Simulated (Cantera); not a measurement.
Charge: 1 mol Si3N4, 0.72 mol H2O, at 1302 °C and 4.30e-5 bar.

These are equilibrium values from Cantera (NASA tables, ideal gas, pure condensed phases), not measurements of a reactor. Candidate condensed phases: H2O, Si, SiO2, Si2N2O, Si3N4; 35 gas species. Kinetics and transport are ignored.

Base state: N2 0.580, SiO 0.209, H2 0.207, H 0.00289, Si 0.00134, Si2N 1.03e-5 (mole fractions); condensed: Si(s).

What changes in the equilibrium state with this change: temperature from 1302 °C to 900 °C?


```json
[
 {"species": "H2", "before": "0.207", "after": "0.750"},
 {"species": "N2", "before": "0.580", "after": "0.250"},
 {"species": "H", "before": "0.00289", "after": "1.56e-5"},
 {"species": "SiO", "before": "0.209", "after": "7.60e-8"},
 {"species": "Si", "before": "0.00134", "after": "<1e-9"},
 {"species": "Si2N", "before": "1.03e-5", "after": "<1e-9"},
 {"species": "Si(s), mol", "before": "2.28", "after": "0"},
 {"species": "Si2N2O(s), mol", "before": "0", "after": "0.720"},
 {"species": "Si3N4(s), mol", "before": "0", "after": "0.520"}
]
```
Mutual solubility and eutectic melting of coexisting phases are not modelled.
